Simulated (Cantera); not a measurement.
**Ignition delay**

Mixture: 19.2 % CH3OH, 17.0 % O2, 63.8 % N2, equivalence ratio 1.7, at 570000 Pa, adiabatic and at constant pressure. Ignition delay is the time to a rise of 400 K.

Model: GRI-Mech 3.0 (53 species, 325 reactions), integrated in Cantera. GRI-Mech 3.0 was tuned for natural gas; its chemistry of methanol as a main component is partial and can be far from experiment.

```json
[
 {"T0 (K)": "1148", "delay (ms)": "4.99"},
 {"T0 (K)": "1198", "delay (ms)": "2.07"},
 {"T0 (K)": "1248", "delay (ms)": "0.922"},
 {"T0 (K)": "1298", "delay (ms)": "0.441"},
 {"T0 (K)": "1348", "delay (ms)": "0.225"},
 {"T0 (K)": "1398", "delay (ms)": "0.121"},
 {"T0 (K)": "1448", "delay (ms)": "0.0692"},
 {"T0 (K)": "1498", "delay (ms)": "0.0415"},
 {"T0 (K)": "1548", "delay (ms)": "0.0260"}
]
```

The apparent activation energy between 1448 and 1548 K is 180 kJ/mol.
